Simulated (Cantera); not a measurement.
An isothermal, constant-pressure homogeneous reactor starts with C3H8 : H2 = 1 : 2.7 (molar parts), at 1125 K and 64.5 Torr. Integrator tolerance rtol = 1e-08.

Detailed kinetics in Cantera: GRI-Mech 3.0 (53 species, 325 reactions). GRI-Mech 3.0 was tuned for natural gas; its chemistry of propane as a main component is partial and can be far from experiment. GRI-Mech 3.0 stops at C3 and has no aromatics, soot or wall deposition, so with more carbon than oxygen in the feed, carbon stays in small species such as C2H2 where larger ones or solid carbon would form.

**Question.** What does this change do: pressure from 64.5 Torr to 10.00 Torr?

**Answer.** 
```
quantity                                            before                                     after
----------------  ----------------------------------------  ----------------------------------------
x(C3H8) at 300 s   7.16e-6 (gas-phase equilibrium 1.21e-6)   2.51e-7 (gas-phase equilibrium 8.55e-8)
x(H2) at 300 s         0.532 (gas-phase equilibrium 0.345)       0.629 (gas-phase equilibrium 0.535)
x(C2H4) at 300 s      0.107 (gas-phase equilibrium 0.0396)     0.0622 (gas-phase equilibrium 0.0327)
x(CH4) at 300 s        0.303 (gas-phase equilibrium 0.583)       0.184 (gas-phase equilibrium 0.323)
x(C2H2) at 300 s     0.0563 (gas-phase equilibrium 0.0318)       0.125 (gas-phase equilibrium 0.109)
x(C2H6) at 300 s  0.00189 (gas-phase equilibrium 0.000465)  0.000201 (gas-phase equilibrium 9.21e-5)
x(CH3) at 300 s    4.99e-6 (gas-phase equilibrium 2.80e-6)   4.18e-6 (gas-phase equilibrium 3.17e-6)
```
Radical loss at walls, strong at low pressure, is not modelled.

**Question.** What does this change do: C3H8 1 to 1.3 parts?

**Answer.** 
```json
[
 {"quantity": "x(C3H8) at 300 s", "before": "7.16e-6 (gas-phase equilibrium 1.21e-6)", "after": "8.47e-6 (gas-phase equilibrium 1.76e-6)"},
 {"quantity": "x(H2) at 300 s", "before": "0.532 (gas-phase equilibrium 0.345)", "after": "0.485 (gas-phase equilibrium 0.294)"},
 {"quantity": "x(C2H4) at 300 s", "before": "0.107 (gas-phase equilibrium 0.0396)", "after": "0.125 (gas-phase equilibrium 0.0566)"},
 {"quantity": "x(CH4) at 300 s", "before": "0.303 (gas-phase equilibrium 0.583)", "after": "0.317 (gas-phase equilibrium 0.595)"},
 {"quantity": "x(C2H2) at 300 s", "before": "0.0563 (gas-phase equilibrium 0.0318)", "after": "0.0718 (gas-phase equilibrium 0.0532)"},
 {"quantity": "x(C2H6) at 300 s", "before": "0.00189 (gas-phase equilibrium 0.000465)", "after": "0.00201 (gas-phase equilibrium 0.000567)"},
 {"quantity": "x(CH3) at 300 s", "before": "4.99e-6 (gas-phase equilibrium 2.80e-6)", "after": "5.18e-6 (gas-phase equilibrium 3.10e-6)"}
]
```
